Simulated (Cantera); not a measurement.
An adiabatic, constant-pressure homogeneous reactor starts with 4.64 % CH₄, 0.204 % CO, 20.0 % O₂, 75.2 % N₂, equivalence ratio 0.47, at 1475 K and 100000 Pa.

Computed with Cantera and GRI-Mech 3.0 (53 species, 325 reactions).

Question: Predict: time of steepest temperature rise; temperature at 5.00 s; equilibrium temperature; x(CO) at 5.00 s; x(O₂) at 5.00 s; x(N₂O) at 5.00 s.

Answer: 
```json
{
  "time_of_steepest_temperature_rise": "1.15 ms",
  "temperature at 5.00 s": "2361 K",
  "equilibrium_temperature": "2361 K",
  "x(CO) at 5.00 s": "0.00248 (gas-phase equilibrium 0.00248)",
  "x(O₂) at 5.00 s": "0.0983 (gas-phase equilibrium 0.0983)",
  "x(N₂O) at 5.00 s": "6.38e-7 (gas-phase equilibrium 6.38e-7)"
}
```
